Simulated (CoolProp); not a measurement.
Vapour-liquid equilibrium of propane (1) + c-C4F8 (RC318) (2) at 311.2 K; x and y are mole fractions of (1).

Values from CoolProp's multi-fluid Helmholtz-energy mixture model, Lemmon 2009 and Platzer 1990; pair parameters Bell 2016. This equation is an older, rougher fit; its heat capacities, sound speeds and derivatives of the liquid may be far off and weren't checked against measurements.

```csv
x,"bubble pressure, mixture model (bar)","bubble pressure, Raoult's law (bar)","y, mixture model","y, Raoult's law"
0.05,5.703,5.071,0.198,0.129
0.125,7.140,5.704,0.380,0.287
0.2,8.375,6.337,0.492,0.413
0.275,9.406,6.970,0.568,0.516
0.35,10.25,7.603,0.623,0.603
0.425,10.94,8.236,0.666,0.675
0.5,11.50,8.868,0.702,0.738
0.575,11.97,9.501,0.735,0.792
0.65,12.37,10.13,0.767,0.839
0.725,12.70,10.77,0.801,0.881
0.8,12.97,11.40,0.840,0.918
0.875,13.14,12.03,0.887,0.952
0.95,13.18,12.67,0.948,0.982
```

The largest gap from Raoult's law is +34.9 % in bubble pressure, at x = 0.275. y crosses x between x = 0.875 and 0.95: the model has an azeotrope there.

The pair parameters rest on a limited set of measurements; away from them the model extrapolates.
